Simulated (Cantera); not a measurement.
An isothermal, constant-pressure homogeneous reactor starts with H2 : O2 : N2 = 0.44 : 1 : 4 (molar parts), at 875 K and 15000 Pa.

Computed with Cantera and GRI-Mech 3.0 (53 species, 325 reactions). Below about 950 K walls govern HO2 and H2O2 in real vessels. The temperature is held fixed by assumption; the heat of reaction is taken as removed at once.

x: mole fraction; the columns are a selection and need not sum to one.

```tsv
t (s)	x H2	x O2	x H2O	x O	x HO2
6.00e-5	0.0809	0.184	<1e-12	<1e-12	2.19e-12
0.000202	0.0809	0.184	5.55e-12	1.80e-12	9.56e-12
0.000682	0.0809	0.184	1.76e-10	2.67e-11	1.02e-10
0.00230	0.0809	0.184	2.58e-7	3.29e-8	1.15e-7
0.00775	?	0.154	?	?	?
0.0261	0.00404	0.151	0.0801	1.67e-5	1.86e-5
0.0880	?	0.150	0.0816	?	?
0.297	0.00194	0.150	0.0822	6.95e-7	9.77e-6
1.00	0.00121	0.150	0.0830	3.78e-7	7.10e-6
```

Fill in the missing entries.


- 0.00775, x H2: 0.0112
- 0.00775, x H2O: 0.0724
- 0.00775, x O: 0.000172
- 0.00775, x HO2: 2.78e-5
- 0.0880, x H2: 0.00256
- 0.0880, x O: 2.23e-6
- 0.0880, x HO2: 1.33e-5
